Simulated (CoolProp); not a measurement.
Vapour-liquid equilibrium of ethane (1) + C2F6 (R116) (2) at 211 K; x and y are mole fractions of (1).

The numbers come from the multi-fluid Helmholtz-energy mixture model, Bücker 2006 and Lemmon 2006; pair parameters Bell 2016 in CoolProp.

Give the bubble pressure and the first vapour's composition at x = 0.05, 0.65, 0.95. Is there an azeotrope?

x = 0.05: 258.8 kPa, y = 0.174; x = 0.65: 429.6 kPa, y = 0.673; x = 0.95: 385.0 kPa, y = 0.871. y crosses x between x = 0.65 and 0.75: the model has an azeotrope there.

The pair parameters rest on a limited set of measurements; away from them the model extrapolates. With so large a gap from Raoult's law the liquid may split in two, which this calculation doesn't test in full.
